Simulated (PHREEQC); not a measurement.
Consider water at 35 °C and 10 atm with 0.0017 mol Cu(NO3)2 and 0.0046 mol Na2SO4 per kg of water. Closed to the air; pH follows from the charge balance.

Model: ion-association model, wateq4f.dat, run in PHREEQC.

Task: The ionic strength comes out as 0.0170 mol/kgw. What activity coefficients do Na+, CuOH+, Cu2(OH)2+2, NO3-, H+ get?

Result: Na+ 0.88, CuOH+ 0.87, Cu2(OH)2+2 0.59, NO3- 0.87, H+ 0.89.

No solid was allowed to form. Saturation is exceeded, for instance for Tenorite (slow to form); the values hold only as long as no solid forms. Complexes and solids missing from the database can't appear.
